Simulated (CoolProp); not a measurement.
A Linde-Hampson liquefier for oxygen: isothermal reversible compression at 290 K from 1 atm to 15 MPa, throttling to 1 atm, return gas leaving the recuperator 2 K below the feed. Each further row changes one setting.

Computed with CoolProp (reference Helmholtz-energy equation of state, Schmidt 1985).

```csv
case,liquid yield per pass,compression work (kJ/kg of gas)
as stated,___,370
high pressure 30 MPa,0.147,___
warm-end temperature 320 K,___,___
warm-end gap 7 K,___,370
```

Problem. Some entries are withheld; supply them.

Solution. 
- as stated, liquid yield per pass: 0.087
- high pressure 30 MPa, compression work (kJ/kg of gas): 419
- warm-end temperature 320 K, liquid yield per pass: 0.065
- warm-end temperature 320 K, compression work (kJ/kg of gas): 411
- warm-end gap 7 K, liquid yield per pass: 0.077

Above 300 K oxygen's equation is extrapolated.
